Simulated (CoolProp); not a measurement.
The fluid at 293.15 K and 0.618 MPa is throttled through a valve to 0.0298 MPa with no heat exchange. The same conditions are run with several fluids, on thermodynamics alone (safety and materials aside).

Model: reference Helmholtz-energy equation of state of each fluid (vinyl chloride: Thol 2022; tetrahydrofuran: Fiedler 2023; decamethylcyclopentasiloxane (D5): Thol 2019; p-xylene: Zhou 2012; 1,2-dichloroethane: Thol 2015), in CoolProp.

| fluid | temperature change (K) | final phase | final density (kg/m³) |
|---|---|---|---|
| vinyl chloride | ? | ? | ? |
| tetrahydrofuran | +0.2 | liquid | ? |
| decamethylcyclopentasiloxane (D5) | +0.2 | liquid | ? |
| p-xylene | ? | liquid | ? |
| 1,2-dichloroethane | +0.2 | liquid | ? |

Q: What belongs in the gaps?

A: 
- vinyl chloride, temperature change (K): -60.2
- vinyl chloride, final phase: two-phase, vapour fraction 0.239
- vinyl chloride, final density (kg/m³): 4.06
- tetrahydrofuran, final density (kg/m³): 887
- decamethylcyclopentasiloxane (D5), final density (kg/m³): 959
- p-xylene, temperature change (K): +0.3
- p-xylene, final density (kg/m³): 861
- 1,2-dichloroethane, final density (kg/m³): 1250
